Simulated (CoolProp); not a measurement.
Vapour-liquid equilibrium of R134a (1) + R227EA (2) at 322.7 K; x and y are mole fractions of (1).

Model: multi-fluid Helmholtz-energy mixture model, Tillner-Roth 1994 and Lemmon 2016; pair parameters Bell 2016, in CoolProp.

Q: Give the bubble pressure and the first vapour's composition at x = 0.25, 0.45, 0.85. Is there an azeotrope?

A: x = 0.25: 10.25 bar, y = 0.311; x = 0.45: 11.12 bar, y = 0.518; x = 0.85: 12.58 bar, y = 0.874. No azeotrope shows between x = 0.05 and 0.95.

The pair parameters rest on a limited set of measurements; away from them the model extrapolates.
